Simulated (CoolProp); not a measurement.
CH2F2 (R32) at several states: density (kg/m³) from the reference equation and from simpler models built on Tc = 78.1 °C, pc = 5.783 MPa, ω = 0.277; each cubic takes its own stable root.

The numbers come from the reference Helmholtz-energy equation of state, Tillner-Roth 1997 in CoolProp.

```json
[
 {"T (°C)": "-86.65", "p (MPa)": "1.86", "phase": "liquid", "reference": "1308", "van der Waals": "666.7", "Redlich-Kwong": "985.5", "Soave-Redlich-Kwong": "1011", "Peng-Robinson": "1138"},
 {"T (°C)": "-39.95", "p (MPa)": "18.4", "phase": "liquid", "reference": "?", "van der Waals": "651.6", "Redlich-Kwong": "926.3", "Soave-Redlich-Kwong": "952.1", "Peng-Robinson": "1071"},
 {"T (°C)": "-121.65", "p (MPa)": "0.0855", "phase": "liquid", "reference": "?", "van der Waals": "700.2", "Redlich-Kwong": "1043", "Soave-Redlich-Kwong": "1060", "Peng-Robinson": "1190"},
 {"T (°C)": "-61.95", "p (MPa)": "0.195", "phase": "liquid", "reference": "?", "van der Waals": "5.977", "Redlich-Kwong": "933.9", "Soave-Redlich-Kwong": "965.7", "Peng-Robinson": "?"},
 {"T (°C)": "67.95", "p (MPa)": "1.03", "phase": "gas", "reference": "?", "van der Waals": "20.09", "Redlich-Kwong": "20.30", "Soave-Redlich-Kwong": "20.32", "Peng-Robinson": "20.47"}
]
```

### Question
Some entries are withheld; supply them.

### Answer

- -39.95, reference: 1213
- -121.65, reference: 1392
- -61.95, reference: 1241
- -61.95, Peng-Robinson: 1090
- 67.95, reference: 20.55

At some of these states van der Waals gives the other phase, because its saturation line lies elsewhere.
